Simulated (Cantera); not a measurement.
Input: 1 mol CuO, 0.51 mol CH₄, 0.045 mol CO, at 2048 K and 0.158 Torr.

These are equilibrium values from Cantera (NASA tables, ideal gas, pure condensed phases), not measurements of a reactor. Kinetics and transport are ignored.

| species | before | after |
|---|---|---|
| Cu | 0.373 | 0.384 |
| H₂ | 0.197 | 0.223 |
| CO | 0.179 | 0.186 |
| H | 0.0685 | 0.0184 |
| H₂O | 0.147 | 0.159 |
| CO₂ | 0.0281 | 0.0278 |
| O₂ | 0.000449 | 2.60e-5 |
| Cu₂ | 2.13e-5 | 0.000354 |
| O | 0.00140 | 8.51e-5 |
| OH | 0.00557 | 0.00143 |
| CuO | 1.17e-5 | 1.15e-5 |
Gas species are given as mole fractions.

Question: Which change was made?
(A) CH₄ from 0.51 to 0.69 mol
(B) temperature from 2048 K to 2498.15 K
(C) temperature from 2048 K to 998.15 K
(D) pressure from 0.158 Torr to 2.48 Torr

Answer: D, pressure from 0.158 Torr to 2.48 Torr
